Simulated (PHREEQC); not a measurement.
PHREEQC input (ion-association model, phreeqc.dat):

```
SOLUTION 0
  temp 25
  units mmol/kgw
  pH 7 charge
  Br 17
  K 17
  Cl 0.01
  O(0) 1 O2(g) -0.68
SOLUTION 1-40
  temp 25
  units mmol/kgw
  pH 7 charge
  Cl 27.21
  Cd 1.6
  Ca 12
  O(0) 1 O2(g) -0.68
END
EXCHANGE 1-40
  X 0.028
  -equilibrate 1
END
SELECTED_OUTPUT 1
  -reset false
  -pH true
  -pe true
  -ionic_strength true
  -water true
  -step true
  -totals Br Ca Cd Cl K
  -molalities CaX2 CdX2 KX
  -saturation_indices Sylvite Cd(OH)2
PRINT
  -reset false
TRANSPORT
  -cells 40
  -shifts 240
  -lengths 0.0125
  -time_step 720
  -dispersivities 0.025
  -boundary_conditions flux flux
  -correct_disp true
  -punch_cells 40
  -punch_frequency 8
END
```

Selected output (columns that matter, 22 of 31 rows; pore volumes added in front):

```
pore volumes	pH	mu	Br	Ca	Cd	Cl	K	m_CaX2	m_CdX2	m_KX	si_Sylvite	si_Cd(OH)2
0	5.0619	0.038934	0	0.012	0.0016	0.02721	0	0.013235	0.00076532	0	-1000	-6.9979
0.2125	5.0619	0.038934	2.1417e-10	0.012	0.0016	0.02721	7.7308e-15	0.013235	0.00076532	3.8334e-15	-16.755	-6.9979
0.6125	5.0615	0.037843	0.00127	0.011651	0.0015463	0.025178	4.2748e-05	0.013226	0.00076315	2.1505e-05	-7.0437	-7.0092
0.8125	5.06	0.034382	0.0051558	0.010473	0.0013646	0.018961	0.00043053	0.01314	0.00074565	0.0002277	-6.1559	-7.0546
1.2125	5.0556	0.026345	0.013276	0.0072559	0.00086062	0.0059685	0.0030014	0.012449	0.00062265	0.0018563	-5.7934	-7.2482
1.4125	5.0539	0.023912	0.015266	0.0059943	0.00065383	0.0027841	0.0047441	0.011887	0.00053567	0.0031544	-5.9182	-7.3696
1.8125	5.0519	0.021344	0.016691	0.0042343	0.00037084	0.00050502	0.0079754	0.01064	0.00037504	0.0059694	-6.425	-7.6197
2.0125	5.0513	0.020633	0.016877	0.0036164	0.00028047	0.00020692	0.0092801	0.010039	0.00031095	0.0073004	-6.7441	-7.7421
2.2125	5.0509	0.020105	0.016952	0.0031188	0.00021375	8.6379e-05	0.010363	0.0094771	0.00025797	0.0085298	-7.0735	-7.8609
2.6125	5.0502	0.019366	0.016993	0.0023842	0.0001278	2.0922e-05	0.01198	0.0084852	0.00017925	0.010671	-7.6236	-8.0852
2.8125	5.05	0.019097	0.016997	0.0021114	0.00010031	1.4059e-05	0.012578	0.008051	0.00015035	0.011597	-7.7741	-8.1907
3.2125	5.0496	0.018687	0.017	0.0016929	6.3547e-05	1.0549e-05	0.013487	0.0072869	0.00010708	0.013212	-7.8671	-8.3894
3.4125	5.0494	0.018528	0.017	0.0015307	5.1211e-05	1.02e-05	0.013836	0.0069492	9.0874e-05	0.01392	-7.87	-8.4833
3.8125	5.0492	0.018273	0.017	0.0012716	3.3962e-05	1.0026e-05	0.014389	0.0063456	6.6083e-05	0.015177	-7.8596	-8.6619
4.0125	5.0491	0.01817	0.017	0.0011671	2.7909e-05	1.001e-05	0.01461	0.0060744	5.6587e-05	0.015738	-7.8534	-8.7472
4.2125	5.049	0.018079	0.017	0.0010753	2.3054e-05	1.0003e-05	0.014803	0.0058206	4.8571e-05	0.016262	-7.8476	-8.8303
4.6125	5.0489	0.017928	0.017	0.00092224	1.5944e-05	1e-05	0.015124	0.005358	3.6004e-05	0.017212	-7.838	-8.9905
4.8125	5.0488	0.017864	0.017	0.00085783	1.3336e-05	1e-05	0.015258	0.0051463	3.108e-05	0.017645	-7.8339	-9.0681
5.2125	5.0487	0.017755	0.017	0.00074765	9.4219e-06	1e-05	0.015486	0.0047559	2.326e-05	0.018442	-7.8272	-9.219
5.4125	5.0487	0.017708	0.017	0.00070022	7.9529e-06	1e-05	0.015584	0.0045754	2.0159e-05	0.018809	-7.8243	-9.2927
5.8125	5.0486	0.017626	0.017	0.00061754	5.7069e-06	1e-05	0.015754	0.0042398	1.5189e-05	0.01949	-7.8193	-9.4368
6.0125	5.0485	0.01759	0.017	0.00058132	4.8494e-06	1e-05	0.015828	0.0040834	1.3201e-05	0.019807	-7.8172	-9.5076
```

Species that the database lacks are ignored.
